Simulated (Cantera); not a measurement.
Input: 1 mol Si3H8, 2.5 mol HCl, 87 mol H2, held at 1200 Torr.

Equilibrium computed with Cantera from the NASA thermochemical tables; the gas is ideal and each condensed phase is pure. Candidate condensed phases: Si; 19 gas species. The feed counts by its element totals alone. The tables' values for SiCl3 are old estimates; treat these amounts as uncertain. Equilibrium is a limit: real reactors are often held back by kinetics, nucleation or transport.

**Question.** At 1098 K, list the 4 most abundant gas species with their mole fractions, and the condensed phases.

**Answer.** H2 0.986, HCl 0.00833, SiHCl3 0.00311, SiCl4 0.00181. Condensed: Si(s).
